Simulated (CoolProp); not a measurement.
Values from CoolProp's reference Helmholtz-energy equation of state, Thol 2016.

For hexamethyldisiloxane (MM), give the phase and the cv (kJ/(kg K)), speed of sound (m/s) at 460.7 K and 235 kPa; 309.9 K and 6820 kPa.


- 460.7 K and 235 kPa: gas; cv 1.88, speed of sound 145
- 309.9 K and 6820 kPa: liquid; cv 1.57, speed of sound 897
